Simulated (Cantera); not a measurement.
Input: 1 mol Fe₃O₄, 0.68 mol C, 0.039 mol CO, held at 2123.15 K and 20.0 Pa.

These are equilibrium values from Cantera (NASA tables, ideal gas, pure condensed phases), not measurements of a reactor. Candidate condensed phases: C, Fe, Fe(CO)₅, FeO, Fe₂O₃, Fe₃O₄; 15 gas species. The tables' stoichiometric FeO is somewhat more stable than real wüstite, so its field is too wide. FeO: taken at fixed stoichiometry. Rates play no part.

Base state: Fe 0.401, CO₂ 0.195, O₂ 0.151, CO 0.124, FeO 0.0838, O 0.0449 (mole fractions); condensed: FeO(l).

What changes in the equilibrium state with this change: Fe₃O₄ replaced by PbO?


| species | before | after |
|---|---|---|
| Pb | 0 | 0.557 |
| CO | 0.124 | 0.276 |
| CO₂ | 0.195 | 0.131 |
| Fe | 0.401 | 0 |
| FeO | 0.0838 | 0 |
| O₂ | 0.151 | 0.0137 |
| O | 0.0449 | 0.0135 |
| PbO | 0 | 0.00925 |
| FeO(l), mol | 1.91 | 0 |
Further candidate phases: Pb, PbO, PbO₂, Pb₃O₄.
